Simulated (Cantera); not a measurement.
## Diamond growth

A diamond (100) surface in a fixed gas of H2 with x(CH4) = 0.016, x(H) = 0.0041, at 1400 K, 17.3 Torr; coverages are run to steady state.

Computed with Cantera and the Harris–Goodwin 1993 mechanism for the reconstructed diamond (100) surface.

| x(CH3) | growth (µm/h) | θ c6HH | θ c6H* | θ c6*H | θ c6** | θ c6HM |
|---|---|---|---|---|---|---|
| 1e-06 | 0.00298 | 0.346 | 0.0590 | 0.540 | 0.0551 | 1.47e-7 |
| 2.7e-06 | 0.00803 | 0.346 | 0.0590 | 0.540 | 0.0551 | 3.98e-7 |
| 7.4e-06 | 0.0220 | 0.346 | 0.0590 | 0.540 | 0.0551 | 1.09e-6 |
| 2e-05 | 0.0595 | 0.346 | 0.0590 | 0.540 | 0.0551 | 2.95e-6 |
| 5.5e-05 | 0.163 | 0.346 | 0.0590 | 0.540 | 0.0550 | 8.11e-6 |
| 0.00015 | 0.444 | 0.346 | 0.0590 | 0.540 | 0.0548 | 2.21e-5 |
| 0.00041 | 1.21 | 0.346 | 0.0589 | 0.539 | 0.0544 | 6.02e-5 |
| 0.0011 | 3.17 | 0.346 | 0.0589 | 0.539 | 0.0533 | 0.000161 |
| 0.0031 | 8.46 | 0.346 | 0.0587 | 0.537 | 0.0504 | 0.000445 |
θ: site fractions in the mechanism's names (c6HH fully hydrogenated, c6H* and c6*H radical sites, c6** diradical, c6HM methylated).
